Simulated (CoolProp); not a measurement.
Vapour-liquid equilibrium of diethyl ether (1) + benzene (2) at 42.15 °C; x and y are mole fractions of (1).

The numbers come from the multi-fluid Helmholtz-energy mixture model, Thol 2014 and Thol 2012; pair parameters Bell 2016 in CoolProp.

```
x      bubble pressure (bar)  y at the bubble point  dew pressure at overall composition x (bar)  liquid density (mol/L)
-----  ---------------------  ---------------------  -------------------------------------------  ----------------------
0.05                  0.3181                  0.203                                       0.2774                   10.86
0.125                 0.3955                  0.406                                       0.2960                   10.74
0.2                   0.4726                  0.543                                       0.3173                   10.61
0.275                 0.5497                  0.642                                       0.3419                   10.49
0.35                  0.6271                  0.717                                       0.3706                   10.36
0.425                 0.7048                  0.776                                       0.4045                   10.24
0.5                   0.7831                  0.824                                       0.4452                   10.12
0.575                 0.8620                  0.863                                       0.4949                   9.992
0.65                  0.9416                  0.896                                       0.5570                   9.868
0.725                  1.022                  0.925                                       0.6366                   9.743
0.8                    1.103                  0.949                                       0.7422                   9.617
0.875                  1.184                  0.970                                       0.8890                   9.490
0.95                   1.266                  0.989                                        1.107                   9.362
```

No azeotrope shows between x = 0.05 and 0.95.

The pair parameters rest on a limited set of measurements; away from them the model extrapolates.
